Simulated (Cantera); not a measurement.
Charge: 1 mol Ti, 0.25 mol H2O, 3.4 mol H2, equilibrated at 0.000100 bar.

Method: chemical equilibrium by Gibbs-energy minimisation in Cantera with the NASA 1993 tables (ideal gas, pure condensed phases). Candidate condensed phases: H2O, Ti, TiO, TiO2, Ti2O3, Ti3O5, Ti4O7; 12 gas species. Mutual solubility and eutectic melting of coexisting phases are not modelled. TiO: taken at fixed stoichiometry. Condensed phases not in the tables: N, O or C dissolved in the metal. Kinetics and transport are ignored.

Over these rows the condensed part is Ti(β) + TiO(s). Partial pressures as log10 of bar:

```tsv
T (K)	1000/T (1/K)	log p Ti	log p H2
1375	0.7273	-10.42	-4.00
1425	0.7018	-9.81	-4.00
1475	0.6780	?	-4.00
1525	0.6557	-8.71	-4.00
1575	0.6349	-8.21	-4.00
1625	0.6154	-7.74	-4.00
```

Question: Fit log p(Ti) = a + b·(1000/T) to the five rows, give the apparent enthalpy, and predict the row at 1475 K.

Answer: Means: 1000/T = 0.6670, log p = -8.978. Sxy = -0.207468, Sxx = 0.0086678, so b = -23.94 and a = -8.978 − (-23.94)×0.6670 = 6.99.
Apparent enthalpy: −19.145 × (-23.94) = 458 kJ/mol. The condensed phases alone fix this pressure, through Ti(β) = Ti(g), so the slope is that reaction's ΔH° and the other gases don't enter. The five rows lie within 0.01 of the line.
Prediction at 1475 K: 6.99 + (-23.94)×0.6780 = -9.24. The computed value is -9.24, 0.00 from the line.
